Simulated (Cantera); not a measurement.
Cantera run, input and output.

```python
import numpy as np
import cantera as ct

surf = ct.Interface("diamond.yaml", "diamond_100")
gas, bulk = surf.adjacent["gas"], surf.adjacent["diamond"]
k = surf.kinetics_species_index(bulk.species_names[0])
cover = ["c6HH", "c6H*", "c6*H", "c6**", "c6HM", "c6B"]

rows, drift = [], 0.0
print(f"{'P':>10s}{'um/h':>11s}" + "".join(f"{s:>11s}" for s in cover))
for v in [460, 890, 1700, 3300, 6300, 12000, 23000, 45000]:
    T, P, xH, xCH3 = 900, v, 0.039, 0.00038
    gas.TPX = T, P, {"H": xH, "CH3": xCH3, "CH4": 0.0074, "H2": 1 - xH - xCH3 - 0.0074}
    surf.TP = bulk.TP = T, P
    surf.coverages = "c6H*:0.1, c6HH:0.9"
    surf.advance_coverages(100.0)
    before = surf.coverages
    surf.advance_coverages(100.0)
    drift = max(drift, np.max(np.abs(surf.coverages - before) / (surf.coverages + 1e-9)))
    rate = surf.net_production_rates[k] * bulk.mean_molecular_weight / bulk.density * 3.6e9
    rows.append([rate, *surf[cover].coverages])
    print(f"{v:10.4g}{rate:11.4e}" + "".join(f"{x:11.3e}" for x in rows[-1][1:]))
```

Output:

```
         P       um/h       c6HH       c6H*       c6*H       c6**       c6HM        c6B
       460 5.4258e-01  6.850e-01  1.039e-02  2.901e-01  4.356e-03  8.141e-03  1.472e-09
       890 1.0516e+00  6.850e-01  1.042e-02  2.901e-01  4.359e-03  8.155e-03  2.854e-09
      1700 2.0109e+00  6.850e-01  1.048e-02  2.900e-01  4.364e-03  8.163e-03  5.457e-09
      3300 3.9069e+00  6.850e-01  1.060e-02  2.899e-01  4.375e-03  8.167e-03  1.060e-08
      6300 7.4673e+00  6.849e-01  1.081e-02  2.897e-01  4.396e-03  8.172e-03  2.026e-08
   1.2e+04 1.4255e+01  6.849e-01  1.121e-02  2.893e-01  4.436e-03  8.181e-03  3.868e-08
   2.3e+04 2.7462e+01  6.848e-01  1.198e-02  2.885e-01  4.511e-03  8.206e-03  7.452e-08
   4.5e+04 5.4438e+01  6.847e-01  1.349e-02  2.869e-01  4.658e-03  8.283e-03  1.477e-07
```

Cantera simulation using the Harris–Goodwin 1993 mechanism for the reconstructed diamond (100) surface; the numbers are that mechanism's predictions, not measurements.
